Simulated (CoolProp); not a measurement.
R1234ze(E) at several states: fugacity coefficient from the reference equation and from simpler models built on Tc = 382.5 K, pc = 3635 kPa, ω = 0.313; each cubic takes its own stable root.

Model: reference Helmholtz-energy equation of state, Thol 2016, in CoolProp.

```json
[
 {"T (K)": "317.4", "p (kPa)": "3450", "phase": "liquid", "reference": "0.2321"},
 {"T (K)": "395.8", "p (kPa)": "10", "phase": "gas", "reference": "0.9991"},
 {"T (K)": "261.9", "p (kPa)": "22.6", "phase": "gas", "reference": "0.9919"},
 {"T (K)": "225.7", "p (kPa)": "1400", "phase": "liquid", "reference": "0.01818"}
]
```

Task: How far does each simpler model (van der Waals, Redlich-Kwong) lie from the reference over these 4 states: mean and median of the absolute difference, and the worst?

Result: 
- van der Waals: mean 277.5 %, median 41.4 %, worst +1027.1 % at 225.7 K and 1400 kPa
- Redlich-Kwong: mean 46.8 %, median 15.8 %, worst +155.5 % at 225.7 K and 1400 kPa
